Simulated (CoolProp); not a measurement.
Vapour-liquid equilibrium of acetone (1) + n-decane (2) at 164.65 °C; x and y are mole fractions of (1).

Computed with CoolProp (multi-fluid Helmholtz-energy mixture model, Lemmon 2006 and Lemmon 2006; pair parameters Bell 2016).

```csv
x,bubble pressure (bar),y at the bubble point,dew pressure at overall composition x (bar),liquid density (mol/L)
0.05,1.699,0.534,…,4.444
0.125,3.108,0.749,0.9060,4.667
0.2,4.483,0.829,0.9917,4.906
0.275,5.753,0.870,1.095,5.167
0.35,6.885,0.894,1.221,…
0.425,…,0.911,1.379,5.763
0.5,8.776,0.923,1.584,6.108
0.575,9.601,0.933,1.859,6.495
0.65,10.41,0.943,2.248,6.932
0.725,11.24,0.953,2.842,7.434
0.8,12.13,0.963,3.859,8.018
0.875,13.13,0.976,5.964,8.711
0.95,…,0.989,…,9.550
```

### Question
Fill in the missing entries.

### Answer

- 0.05, dew pressure at overall composition x (bar): 0.8336
- 0.35, liquid density (mol/L): 5.451
- 0.425, bubble pressure (bar): 7.884
- 0.95, bubble pressure (bar): 14.26
- 0.95, dew pressure at overall composition x (bar): 11.00

No azeotrope shows between x = 0.05 and 0.95.

The pair parameters rest on a limited set of measurements; away from them the model extrapolates. The gap from Raoult's law changes sign with composition, which may be real or a fault of the pair parameters; it wasn't checked against measurements.
